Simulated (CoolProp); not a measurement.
Vapour-liquid equilibrium of benzene (1) + p-xylene (2) at 0.507 MPa; x and y are mole fractions of (1).

Values from CoolProp's multi-fluid Helmholtz-energy mixture model, Thol 2012 and Zhou 2012; pair parameters Bell 2016.

```
x     bubble temperature (°C)  y at the bubble point  dew temperature at overall composition x (°C)  liquid density (mol/L)
----  -----------------------  ---------------------  ---------------------------------------------  ----------------------
0.05                    205.7                  0.125                                          208.8                   6.486
0.2                     191.4                  0.423                                          202.3                   6.908
0.35                    179.0                  0.629                                          195.2                   7.341
0.5                     168.5                  0.769                                          187.1                   7.787
0.65                    159.5                  0.866                                          177.5                   8.251
0.8                     151.9                  0.935                                          165.8                   8.741
0.95                    145.3                  0.986                                          150.1                   9.265
```

No azeotrope shows between x = 0.05 and 0.95.

Pair parameters are fitted to limited data, so mixtures are less certain than the pure fluids.
